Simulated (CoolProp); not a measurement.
A closed Brayton cycle with dry air: compressor inlet 327.15 K and 6.7 MPa, high pressure 20 MPa, turbine inlet 840 K, compressor efficiency 0.85, turbine efficiency 0.85, recuperator effectiveness 0.9 (on enthalpy, no pinch check). Each further row changes one setting.

The numbers come from the reference Helmholtz-energy equation of state, Lemmon 2000 in CoolProp. It is a pseudo-pure fit of the blend.

| case | thermal efficiency (%) | net work (kJ/kg) | compressor to turbine work | compressor exit (K) | turbine exit (K) |
|---|---|---|---|---|---|
| as stated | 24.5 | 56.0 | 0.73 | 469.5 | 660.5 |
| turbine inlet 790 K | 20.7 | 43.8 | 0.77 | 469.5 | 619.5 |
| compressor inlet 337.15 K | 22.7 | 51.2 | 0.75 | 483.6 | 660.5 |
| high pressure 17 MPa | 26.4 | 54.5 | 0.69 | 445.5 | 684.4 |
| recuperator effectiveness 0.5 | 18.1 | 56.0 | 0.73 | 469.5 | 660.5 |
